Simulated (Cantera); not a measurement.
A closed system holds: 1 mol Si, 0.016 mol CO2, 20 mol N2, equilibrated at 42.0 Pa.

Method: chemical equilibrium by Gibbs-energy minimisation in Cantera with the NASA 1993 tables (ideal gas, pure condensed phases). Candidate condensed phases: C, Si, SiC, SiO2, Si2N2O, Si3N4; 34 gas species. Mutual solubility and eutectic melting of coexisting phases are not modelled. The tables' values for SiN are old estimates; treat these amounts as uncertain. Equilibrium is a limit: real reactors are often held back by kinetics, nucleation or transport. All values below are at 1673 K.

Base state: N2 0.997, SiO 0.00152, Si 0.000995, CO 7.26e-5, Si2N 2.43e-5, SiN 1.35e-5 (mole fractions); condensed: Si(s) + SiC(s).

**Question.** What changes in the equilibrium state with this change: pressure from 42.0 Pa to 9400 Pa?

**Answer.** 
```json
[
 {"species": "N2", "before": "0.997", "after": "0.999"},
 {"species": "CO", "before": "7.26e-5", "after": "0.000827"},
 {"species": "SiO", "before": "0.00152", "after": "8.68e-5"},
 {"species": "Si", "before": "0.000995", "after": "2.14e-7"},
 {"species": "Si2N", "before": "2.43e-5", "after": "3.79e-9"},
 {"species": "SiN", "before": "1.35e-5", "after": "4.36e-8"},
 {"species": "Si(s), mol", "before": "0.933", "after": "0"},
 {"species": "SiC(s), mol", "before": "0.0144", "after": "0"},
 {"species": "Si2N2O(s), mol", "before": "0", "after": "0.0143"},
 {"species": "Si3N4(s), mol", "before": "0", "after": "0.323"}
]
```

**Question.** What changes in the equilibrium state with this change: 2 mol H2O added?

**Answer.** 
```csv
species,before,after
N2,0.997,0.903
H2,0,0.0837
H2O,0,0.00583
SiO,0.00152,0.00512
H,0,0.00161
Si,0.000995,<1e-9
"Si(s), mol",0.933,0
"SiC(s), mol",0.0144,0
"SiO2(β-quartz), mol",0,0.887
```
The tables hold silica as quartz up to 1696 K and as liquid above; real silica turns to tridymite and cristobalite and melts near 1996 K. Further candidate phases: C6H6, C7H8, C8H18, H2O.
